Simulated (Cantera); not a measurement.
A closed system holds: 1 mol MgCO3, 1.6 mol H2S, 0.38 mol H2O, equilibrated at 1348 K and 0.620 bar.

These are equilibrium values from Cantera (NASA tables, ideal gas, pure condensed phases), not measurements of a reactor. Candidate condensed phases: C, C6H6, C7H8, C8H18, H2O, H2SO4, Mg, MgCO3, MgO, Mg(OH)2, MgS, MgSO4, S; 130 gas species. The numbers say what is thermodynamically allowed, not how fast it happens.

Base state: H2O 0.249, H2S 0.232, CO2 0.157, CO 0.130, S2 0.115, H2 0.105, COS 0.00927, SO2 0.00147 (mole fractions); condensed: MgO(s).

Question: What changes in the equilibrium state with this change: pressure from 0.620 bar to 0.0100 bar?

Answer: 
| species | before | after |
|---|---|---|
| H2O | 0.249 | 0.262 |
| H2 | 0.105 | 0.207 |
| S2 | 0.115 | 0.179 |
| H2S | 0.232 | 0.0721 |
| CO2 | 0.157 | 0.107 |
| CO | 0.130 | 0.165 |
| CS2 | 0.000130 | 7.74e-6 |
| H | 9.54e-7 | 1.05e-5 |
| MgO(s), mol | 1.00 | 1.00 |
